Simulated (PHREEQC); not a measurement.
A PHREEQC speciation (ion-association model, phreeqc.dat) at 45 °C gives pH 5.94 and these molalities:

```json
[
 {"species": "Cd+2", "mol/kgw": "0.0145"},
 {"species": "SO4-2", "mol/kgw": "0.0131"},
 {"species": "CdSO4", "mol/kgw": "0.0110"},
 {"species": "Cd(SO4)2-2", "mol/kgw": "0.00145"}
]
```

Question: What are the element totals, and what could have been dissolved in 1 kg of water to give them?

Answer: Several could match; the one computed here: totals Cd 0.0270, S(6) 0.0270 mol/kgw, from 27 mmol/kgw CdSO4.

This is a speciation only: nothing precipitates in the calculation. Constants without temperature data keep their 25 °C values here.
